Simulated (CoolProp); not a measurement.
A Linde-Hampson liquefier for CF4 (R14): isothermal reversible compression at 320 K from 1 atm to 25 MPa, throttling to 1 atm, return gas leaving the recuperator 0 K below the feed. Each further row changes one setting.

Values from CoolProp's reference Helmholtz-energy equation of state, Platzer 1990. This equation is an older, rougher fit; its heat capacities, sound speeds and derivatives of the liquid may be far off and weren't checked against measurements.

| case | liquid yield per pass | compression work (kJ/kg of gas) |
|---|---|---|
| as stated | 0.242 | 154 |
| high pressure 50 MPa | 0.250 | 178 |
| warm-end temperature 350 K | 0.188 | 173 |
| warm-end gap 5 K | 0.230 | 154 |
